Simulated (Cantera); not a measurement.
## Thermodynamics of calcination and drying, feed NaOH + H2O + CO2 + C

Charge: 1 mol NaOH, 1.6 mol H2O, 3.5 mol CO2, 0.019 mol C, at 16.0 Pa.

Method: chemical equilibrium by Gibbs-energy minimisation in Cantera with the NASA 1993 tables (ideal gas, pure condensed phases). Candidate condensed phases: C, C6H6, C7H8, C8H18, H2O, Na, NaOH, NaO2, Na2CO3, Na2O, Na2O2; 117 gas species. Kinetics and transport are ignored.

```csv
T (K),log p CO2,log p H2O,log p NaOH,log p Na,log p O2,log p H2,log p CO,log p OH,n Na2CO3(s)
898,-4.03,-4.19,-8.39,-8.62,<-15,-6.14,-6.34,-14.12,0.500
998,-4.03,-4.19,-6.75,-6.72,<-15,-6.26,-6.26,-12.39,0.494
1098,-4.03,-4.21,-5.45,-5.68,-11.44,-7.39,-7.21,-10.48,0.406
1198,-4.04,-4.36,-4.66,-5.40,-6.29,-9.13,-8.68,-8.62,0
1298,-4.05,-4.35,-4.79,-5.06,-5.77,-8.54,-8.00,-7.94,0
1398,-4.07,-4.33,-5.01,-4.84,-5.50,-7.94,-7.34,-7.39,0
1498,-4.08,-4.32,-5.30,-4.72,-5.36,-7.38,-6.72,-6.95,0
1598,-4.09,-4.32,-5.62,-4.68,-5.29,-6.86,-6.15,-6.57,0
```
log p: log10 of the partial pressure in bar; n: condensed amount in mol.

From 898 K to 1098 K the condensed part is Na2CO3(s). From 1198 K to 1598 K nothing is condensed. The main Na-bearing gas is NaOH at 898 K and Na at 1598 K.
